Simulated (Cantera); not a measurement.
An adiabatic, constant-pressure homogeneous reactor starts with H₂ : O₂ : N₂ = 1 : 0.658 : 2.47 (molar parts), at 1125 K and 1.01 bar.

Detailed kinetics in Cantera: the H2/O2 subset of GRI-Mech 3.0, which has no nitrogen chemistry.

Task: Predict: time of steepest temperature rise; temperature at 0.400 s; equilibrium temperature; x(H₂) at 0.400 s; x(O₂) at 0.400 s; x(H₂O₂) at 0.400 s; x(H₂O) at 0.400 s; x(O) at 0.400 s; x(H) at 0.400 s.

Result: 
```json
{
 "time_of_steepest_temperature_rise": "72.6 µs",
 "temperature at 0.400 s": "2613 K",
 "equilibrium_temperature": "2613 K",
 "x(H₂) at 0.400 s": "0.0120 (gas-phase equilibrium 0.0120)",
 "x(O₂) at 0.400 s": "0.0421 (gas-phase equilibrium 0.0421)",
 "x(H₂O₂) at 0.400 s": "4.52e-7 (gas-phase equilibrium 4.52e-7)",
 "x(H₂O) at 0.400 s": "0.246 (gas-phase equilibrium 0.246)",
 "x(O) at 0.400 s": "0.00506 (gas-phase equilibrium 0.00506)",
 "x(H) at 0.400 s": "0.00445 (gas-phase equilibrium 0.00445)"
}
```
